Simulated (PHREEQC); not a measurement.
Dissolve 0.13 mol/kgw H3PO4 and 0.0027 mol/kgw NaF at 20 °C. Closed to the air; pH follows from the charge balance.

Computed with PHREEQC (ion-association model, wateq4f.dat).

Precipitation was switched off in this run.

### Question
Predict the pH.

### Answer
pH 1.59.

### Question
In which forms is F present?

### Answer
HF 95 %, F- 3.2 %, H2F2 1.5 % of the F.

H3PO4, which wateq4f.dat lacks, is added to it with the constant of phreeqc.dat.
